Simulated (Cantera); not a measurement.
Input: 1 mol PbO, 0.14 mol H2, 9.3 mol N2, equilibrated at 3300 Torr.

Equilibrium computed with Cantera from the NASA thermochemical tables; the gas is ideal and each condensed phase is pure. Candidate condensed phases: H2O, Pb, PbO, PbO2, Pb3O4; 27 gas species. Each liquid is taken as pure. Mutual solubility and eutectic melting of coexisting phases are not modelled. Gases not in the tables: (PbO)n polymers. The numbers say what is thermodynamically allowed, not how fast it happens.

x: gas mole fraction; n: condensed amount in mol.

```json
[
 {"T (K)": "623", "x N2": "0.985", "x H2O": "0.0148", "x Pb": "4.72e-12", "x PbO": "<1e-12", "x H2": "3.24e-7", "x NO": "<1e-12", "x Pb2": "<1e-12", "n Pb(l)": "0.140", "n PbO(red)": "0.860", "n PbO(yellow)": "0", "n PbO(l)": "0"},
 {"T (K)": "673", "x N2": "0.985", "x H2O": "0.0148", "x Pb": "6.96e-11", "x PbO": "<1e-12", "x H2": "4.55e-7", "x NO": "<1e-12", "x Pb2": "<1e-12", "n Pb(l)": "0.140", "n PbO(red)": "0.860", "n PbO(yellow)": "0", "n PbO(l)": "0"},
 {"T (K)": "723", "x N2": "0.985", "x H2O": "0.0148", "x Pb": "7.04e-10", "x PbO": "<1e-12", "x H2": "6.18e-7", "x NO": "<1e-12", "x Pb2": "<1e-12", "n Pb(l)": "0.140", "n PbO(red)": "0.860", "n PbO(yellow)": "0", "n PbO(l)": "0"},
 {"T (K)": "773", "x N2": "0.985", "x H2O": "0.0148", "x Pb": "5.25e-9", "x PbO": "3.64e-12", "x H2": "8.15e-7", "x NO": "<1e-12", "x Pb2": "<1e-12", "n Pb(l)": "0.140", "n PbO(red)": "0", "n PbO(yellow)": "0.860", "n PbO(l)": "0"},
 {"T (K)": "823", "x N2": "0.985", "x H2O": "0.0148", "x Pb": "3.05e-8", "x PbO": "5.16e-11", "x H2": "1.05e-6", "x NO": "<1e-12", "x Pb2": "<1e-12", "n Pb(l)": "0.140", "n PbO(red)": "0", "n PbO(yellow)": "0.860", "n PbO(l)": "0"},
 {"T (K)": "873", "x N2": "0.985", "x H2O": "0.0148", "x Pb": "1.45e-7", "x PbO": "5.36e-10", "x H2": "1.32e-6", "x NO": "<1e-12", "x Pb2": "<1e-12", "n Pb(l)": "0.140", "n PbO(red)": "0", "n PbO(yellow)": "0.860", "n PbO(l)": "0"},
 {"T (K)": "923", "x N2": "0.985", "x H2O": "0.0148", "x Pb": "5.76e-7", "x PbO": "4.29e-9", "x H2": "1.63e-6", "x NO": "<1e-12", "x Pb2": "<1e-12", "n Pb(l)": "0.140", "n PbO(red)": "0", "n PbO(yellow)": "0.860", "n PbO(l)": "0"},
 {"T (K)": "973", "x N2": "0.985", "x H2O": "0.0148", "x Pb": "1.99e-6", "x PbO": "2.75e-8", "x H2": "1.98e-6", "x NO": "7.69e-12", "x Pb2": "…", "n Pb(l)": "0.140", "n PbO(red)": "0", "n PbO(yellow)": "0.860", "n PbO(l)": "0"},
 {"T (K)": "1023", "x N2": "0.985", "x H2O": "0.0148", "x Pb": "6.06e-6", "x PbO": "1.46e-7", "x H2": "2.37e-6", "x NO": "4.98e-11", "x Pb2": "…", "n Pb(l)": "0.140", "n PbO(red)": "0", "n PbO(yellow)": "0.860", "n PbO(l)": "0"},
 {"T (K)": "1073", "x N2": "0.985", "x H2O": "0.0148", "x Pb": "1.66e-5", "x PbO": "6.61e-7", "x H2": "2.81e-6", "x NO": "2.70e-10", "x Pb2": "…", "n Pb(l)": "0.140", "n PbO(red)": "0", "n PbO(yellow)": "0.860", "n PbO(l)": "0"},
 {"T (K)": "1123", "x N2": "0.985", "x H2O": "0.0148", "x Pb": "4.15e-5", "x PbO": "2.60e-6", "x H2": "3.29e-6", "x NO": "1.26e-9", "x Pb2": "…", "n Pb(l)": "0.140", "n PbO(red)": "0", "n PbO(yellow)": "0.860", "n PbO(l)": "0"},
 {"T (K)": "1173", "x N2": "0.985", "x H2O": "0.0148", "x Pb": "9.59e-5", "x PbO": "8.78e-6", "x H2": "3.94e-6", "x NO": "4.96e-9", "x Pb2": "…", "n Pb(l)": "0.139", "n PbO(red)": "0", "n PbO(yellow)": "0", "n PbO(l)": "0.860"},
 {"T (K)": "1223", "x N2": "0.985", "x H2O": "0.0148", "x Pb": "0.000206", "x PbO": "2.47e-5", "x H2": "5.05e-6", "x NO": "1.61e-8", "x Pb2": "…", "n Pb(l)": "0.138", "n PbO(red)": "0", "n PbO(yellow)": "0", "n PbO(l)": "0.860"},
 {"T (K)": "1273", "x N2": "0.985", "x H2O": "0.0148", "x Pb": "0.000417", "x PbO": "6.35e-5", "x H2": "6.37e-6", "x NO": "4.76e-8", "x Pb2": "…", "n Pb(l)": "0.136", "n PbO(red)": "0", "n PbO(yellow)": "0", "n PbO(l)": "0.859"}
]
```

Q: Complete the blanks.

A: 
- 973, x Pb2: 4.13e-12
- 1023, x Pb2: 2.67e-11
- 1073, x Pb2: 1.44e-10
- 1123, x Pb2: 6.67e-10
- 1173, x Pb2: 2.69e-9
- 1223, x Pb2: 9.67e-9
- 1273, x Pb2: 3.13e-8
